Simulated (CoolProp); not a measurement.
Vapour-liquid equilibrium of propane (1) + cyclohexane (2) at 285.7 K; x and y are mole fractions of (1).

Computed with CoolProp (multi-fluid Helmholtz-energy mixture model, Lemmon 2009 and Zhou 2014; pair parameters Bell 2016).

| x | bubble pressure, mixture model (MPa) | bubble pressure, Raoult's law (MPa) | y, mixture model | y, Raoult's law |
|---|---|---|---|---|
| 0.05 | [?] | 0.04104 | 0.858 | 0.833 |
| 0.125 | 0.1110 | 0.09178 | 0.940 | 0.931 |
| 0.2 | 0.1697 | 0.1425 | [?] | 0.960 |
| 0.275 | 0.2252 | 0.1933 | 0.973 | 0.973 |
| 0.35 | 0.2775 | 0.2440 | 0.980 | 0.981 |
| 0.425 | [?] | 0.2948 | 0.984 | 0.986 |
| 0.5 | 0.3732 | 0.3455 | 0.987 | 0.990 |
| 0.575 | 0.4178 | 0.3962 | [?] | 0.992 |
| 0.65 | 0.4611 | 0.4470 | 0.991 | 0.994 |
| 0.725 | 0.5043 | 0.4977 | 0.993 | 0.996 |
| 0.8 | 0.5483 | 0.5485 | 0.995 | 0.997 |
| 0.875 | 0.5949 | 0.5992 | 0.997 | 0.998 |
| 0.95 | 0.6459 | 0.6500 | 0.999 | 0.999 |

Q: What belongs in the gaps?

A: 
- 0.05, bubble pressure, mixture model (MPa): 0.04951
- 0.2, y, mixture model: 0.962
- 0.425, bubble pressure, mixture model (MPa): 0.3267
- 0.575, y, mixture model: 0.989

The largest gap from Raoult's law is +20.9 % in bubble pressure, at x = 0.125. No azeotrope shows between x = 0.05 and 0.95.

Pair parameters are fitted to limited data, so mixtures are less certain than the pure fluids. The gap from Raoult's law changes sign with composition, which may be real or a fault of the pair parameters; it wasn't checked against measurements.
